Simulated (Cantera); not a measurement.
Input (Python, Cantera) and output of one run.

```python
import numpy as np
import cantera as ct

gas_names = """
    AL ALN ALO ALO2 AL2 AL2O AL2O2 N NO NO2 NO3 N2 N2O O O2 O3
""".split()
cond_names = """
    AL(cr) AL(L) ALN(s) AL2O3(a) AL2O3(L)
""".split()


# ... load() reads the species with a 1 bar reference pressure and builds the phases ...
atoms = {
    'Al': {'AL': 1},
    'O2': {'O': 2},
    'N2': {'N': 2},
}
top_T = {'ALN(s)': 2750}  # K; cautious upper limits of use, not melting points


# ... equilibrate(T, P, feed) seeds the gas with the atoms and calls Mixture.equilibrate('TP', solver="vcs", rtol=1e-11, max_steps=5000) ...
results = []
T = 998.15  # K
P = 2100  # Pa
for m in [0.25, 0.37, 0.48, 0.59, 0.7, 0.81, 0.92, 1, 1.1, 1.3, 1.4]:
    feed = {'Al': 1, 'O2': m, 'N2': 3.3}  # mol
    mix = equilibrate(T, P, feed)
    results.append((T, P, feed, dict(zip(mix.species_names, mix.species_moles))))

top = {s: max(r[3][s] / sum(r[3][g] for g in gas_names) for r in results) for s in gas_names}
cols = sorted((s for s in top if top[s] > 1e-05), key=lambda s: -top[s])[:9]
seen = [c for c in cond_names if any(r[3].get(c, 0) > 1e-12 for r in results)]
print("log10 of partial pressures in bar; condensed amounts in mol")
print(f"{'n(O2)':>10s}" + "".join(f"{s[:9]:>10s}" for s in cols + seen))
for T, P, feed, n in results:
    ng = sum(n[g] for g in gas_names)
    print(f"{feed['O2']:10.4g}" + "".join(f"{np.log10(max(n[s] / ng * P / 1e5, 1e-99)):10.3f}" for s in cols)
          + "".join(f"{n.get(c, 0):10.4g}" for c in seen))
```

It prints:

```
log10 of partial pressures in bar; condensed amounts in mol
     n(O2)        N2        O2        NO    ALN(s)  AL2O3(a)
      0.25    -1.678   -33.837   -21.880    0.6667    0.1667
      0.37    -1.678   -33.837   -21.880    0.5067    0.2467
      0.48    -1.678   -33.837   -21.880      0.36      0.32
      0.59    -1.678   -33.837   -21.880    0.2133    0.3933
       0.7    -1.678   -33.837   -21.880   0.06667    0.4667
      0.81    -1.686    -3.426    -6.679         0       0.5
      0.92    -1.700    -2.988    -6.467         0       0.5
         1    -1.709    -2.830    -6.393         0       0.5
       1.1    -1.722    -2.696    -6.332         0       0.5
       1.3    -1.745    -2.523    -6.257         0       0.5
       1.4    -1.756    -2.462    -6.232         0       0.5
```

These are equilibrium values from Cantera (NASA tables, ideal gas, pure condensed phases), not measurements of a reactor.
